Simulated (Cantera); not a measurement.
**Equilibrium for roasting and sulfation: FeS2 + SO3 + N2**

Input: 1 mol FeS2, 0.19 mol SO3, 7.9 mol N2, held at 1350 °C.

Cantera equilibrium calculation (NASA polynomials, part measured and part estimated; ideal gas, pure solids and liquids). Candidate condensed phases: Fe, FeO, FeS, FeSO4, FeS2, Fe2O3, Fe2(SO4)3, Fe3O4, S; 19 gas species. Metal and sulfide melt together well below either melting point, which pure phases cannot show. Mutual solubility and eutectic melting of coexisting phases are not modelled. The tables' stoichiometric FeO is somewhat more stable than real wüstite, so its field is too wide. FeO, FeS: taken at fixed stoichiometry. The numbers say what is thermodynamically allowed, not how fast it happens.

From 10.0 mbar to 23.0 mbar the condensed part is FeO(s) + FeS(l). From 54.0 mbar to 20.0 bar the condensed part is FeS(l).

```csv
P (Pa),x N2,x S2,x SO2,x SO,x S2O,x S,x Fe,n FeO(s),n FeS(l)
1000,0.910,0.0623,0.0228,0.00428,0.000290,0.000380,5.77e-5,0.134,0.865
2300,0.913,0.0546,0.0284,0.00376,0.000362,0.000235,1.77e-5,0.0424,0.957
5400,0.914,0.0512,0.0312,0.00313,0.000447,0.000148,5.07e-6,0,1.000
13000,0.914,0.0513,0.0314,0.00252,0.000560,9.56e-5,1.36e-6,0,1.000
29000,0.914,0.0513,0.0316,0.00207,0.000686,6.41e-5,4.07e-7,0,1.000
68000,0.914,0.0513,0.0317,0.00168,0.000850,4.18e-5,1.13e-7,0,1.000
160000,0.915,0.0512,0.0318,0.00135,0.00105,2.73e-5,3.14e-8,0,1.00
370000,0.915,0.0511,0.0318,0.00110,0.00130,1.79e-5,8.95e-9,0,1.00
860000,0.915,0.0510,0.0318,0.000888,0.00160,1.17e-5,2.53e-9,0,1.00
2000000,0.915,0.0507,0.0317,0.000717,0.00196,7.67e-6,7.15e-10,0,1.00
```
x: gas mole fraction; n: condensed amount in mol.
